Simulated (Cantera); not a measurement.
Input (Python, Cantera):

```python
import numpy as np
import cantera as ct

gas = ct.Solution("gri30.yaml", transport_model="mixture-averaged")
show = ['H2', 'O', 'N2']

rows = []
print(f"{'T/K':>7s}{'rho':>11s}{'cp':>10s}{'mu':>11s}{'lambda':>11s}{'Pr':>7s}" + "".join(f"{'D_' + s:>11s}" for s in show))
for T in [400, 500, 600, 700, 800, 900, 1000, 1100]:
    gas.TPX = T, 86, {'N2O': 0.51}
    Pr = gas.cp_mass * gas.viscosity / gas.thermal_conductivity
    D = [gas.mix_diff_coeffs_mole[gas.species_index(s)] for s in show]
    rows.append([gas.density, gas.cp_mass, gas.viscosity, gas.thermal_conductivity, Pr, *D])
    print(f"{T:7g}{gas.density:11.4e}{gas.cp_mass:10.1f}{gas.viscosity:11.4e}"
          f"{gas.thermal_conductivity:11.4e}{Pr:7.3f}" + "".join(f"{d:11.4e}" for d in D))
print("SI units: kg/m3, J/kg/K, Pa s, W/m/K, m2/s")
```

Result:

```
    T/K        rho        cp         mu     lambda     Pr       D_H2        D_O       D_N2
    400 1.1381e-03     970.3 1.9459e-05 2.5465e-02  0.741 1.2708e-01 4.9472e-02 3.1064e-02
    500 9.1049e-04    1042.5 2.3570e-05 3.3205e-02  0.740 1.8614e-01 7.3189e-02 4.6110e-02
    600 7.5874e-04    1101.3 2.7324e-05 4.0717e-02  0.739 2.5349e-01 1.0030e-01 6.3331e-02
    700 6.5035e-04    1150.2 3.0799e-05 4.7945e-02  0.739 3.2859e-01 1.3057e-01 8.2572e-02
    800 5.6906e-04    1191.6 3.4048e-05 5.4884e-02  0.739 4.1100e-01 1.6381e-01 1.0371e-01
    900 5.0583e-04    1226.6 3.7113e-05 6.1547e-02  0.740 5.0039e-01 1.9988e-01 1.2666e-01
   1000 4.5525e-04    1254.7 4.0022e-05 6.7953e-02  0.739 5.9648e-01 2.3865e-01 1.5132e-01
   1100 4.1386e-04    1275.5 4.2800e-05 7.4122e-02  0.736 6.9903e-01 2.8003e-01 1.7765e-01
SI units: kg/m3, J/kg/K, Pa s, W/m/K, m2/s
```

Cantera simulation using GRI-Mech 3.0 (53 species, 325 reactions); the numbers are that mechanism's predictions, not measurements. The composition is frozen, though it would react at the higher temperatures.
